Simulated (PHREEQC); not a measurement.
Brine (model solution)

A solution holds 3.1 mol KCl and 0.056 mol K2SO4 per kg of water, at 25 °C. Closed to the air; pH follows from the charge balance.

All values are PHREEQC results (Pitzer model, pitzer.dat), not measurements.

```yaml
ionic_strength: 3.27 mol/kgw
activity_of_water: 0.898
density: 1.128 g/cm³
osmotic_coefficient: 0.935
```

| species | molality | activity | log γ |
|---|---|---|---|
| K+ | 3.21 | 1.80 | -0.251 |
| Cl- | 3.10 | 1.77 | -0.243 |
| SO4-2 | 0.0560 | 0.00154 | -1.560 |
| OH- | 1.18e-7 | 8.91e-8 | -0.121 |
| H+ | 7.89e-8 | 1.02e-7 | 0.112 |
| HSO4- | 3.89e-8 | 1.50e-8 | -0.414 |

This is a speciation only: nothing precipitates in the calculation.
